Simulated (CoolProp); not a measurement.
Model: reference Helmholtz-energy equation of state, Lemmon 2006, in CoolProp. It is a short technical equation, of lower accuracy than the large ones.

**Question.** For n-decane, give the phase and the Z, cp (kJ/(kg K)), cv (kJ/(kg K)), conductivity (mW/(m K)) at 230.45 °C and 2.51 MPa.

**Answer.** 
- 230.45 °C and 2.51 MPa: liquid; Z 0.153, cp 3.04, cv 2.58, conductivity 86.8

Thermal conductivity comes from a separate model (Huber 2005).
